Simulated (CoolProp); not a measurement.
Ethylene at several states: fugacity coefficient from the reference equation and from simpler models built on Tc = 9.2 °C, pc = 50.42 bar, ω = 0.087; each cubic takes its own stable root.

Computed with CoolProp (reference Helmholtz-energy equation of state, Smukala 2000).

| T (°C) | p (bar) | phase | reference |
|---|---|---|---|
| -13.75 | 1.48 | gas | 0.9872 |
| 20.75 | 147 | supercritical | 0.3633 |
| 60.55 | 6.61 | gas | 0.9740 |
| -55.95 | 6.46 | gas | 0.9047 |
| -150.45 | 31 | liquid | 0.0007072 |

### Question
How far does each simpler model (Redlich-Kwong, Soave-Redlich-Kwong, Peng-Robinson) lie from the reference over these 5 states: mean and median of the absolute difference, and the worst?

### Answer
- Redlich-Kwong: mean 7.2 %, median 0.5 %, worst -32.1 % at -150.45 °C and 31 bar
- Soave-Redlich-Kwong: mean 0.9 %, median 0.3 %, worst +4.0 % at 20.75 °C and 147 bar
- Peng-Robinson: mean 3.1 %, median 0.4 %, worst +11.6 % at -150.45 °C and 31 bar
